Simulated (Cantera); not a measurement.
Feed: 1 mol V, 2.7 mol N2O, 1.7 mol N2, 0.032 mol H2O, held at 2325 K and 0.740 bar.

Method: chemical equilibrium by Gibbs-energy minimisation in Cantera with the NASA 1993 tables (ideal gas, pure condensed phases). Candidate condensed phases: H2O, V, VN, VO, V2O3, V2O4, V2O5; 28 gas species. Condensed phases not in the tables: the oxides between V2O3 and V2O5 other than VO2. Rates play no part.

Base state: N2 0.902, O2 0.0660, VO2 0.0135, NO 0.00990, H2O 0.00571, O 0.00171, OH 0.00155, H 0.000100 (mole fractions); condensed: V2O4(l).

Question: What changes in the equilibrium state with this change: temperature from 2325 K to 1400 K?

Answer: 
```csv
species,before,after
N2,0.902,0.971
O2,0.0660,0.0219
H2O,0.00571,0.00706
VO2,0.0135,9.63e-9
H,0.000100,<1e-9
O,0.00171,1.63e-7
H2,6.17e-5,2.50e-8
OH,0.00155,5.01e-6
"V2O4(l), mol",0.467,0
"V2O5(l), mol",0,0.500
```
Gases not in the tables: V4O10.

Question: What changes in the equilibrium state with this change: temperature from 2325 K to 898.15 K?

Answer: 
| species | before | after |
|---|---|---|
| N2 | 0.902 | 0.971 |
| O2 | 0.0660 | 0.0221 |
| H2O | 0.00571 | 0.00706 |
| VO2 | 0.0135 | <1e-9 |
| O | 0.00171 | <1e-9 |
| OH | 0.00155 | 2.05e-9 |
| V2O4(l), mol | 0.467 | 0 |
| V2O5(s), mol | 0 | 0.500 |
Gases not in the tables: V4O10.

Question: What changes in the equilibrium state with this change: pressure from 0.740 bar to 1.00 bar?

Answer: 
| species | before | after |
|---|---|---|
| N2 | 0.902 | 0.905 |
| O2 | 0.0660 | 0.0663 |
| VO2 | 0.0135 | 0.00997 |
| H | 0.000100 | 8.07e-5 |
| O | 0.00171 | 0.00148 |
| H2 | 6.17e-5 | 5.38e-5 |
| OH | 0.00155 | 0.00145 |
| V2O4(l), mol | 0.467 | 0.476 |
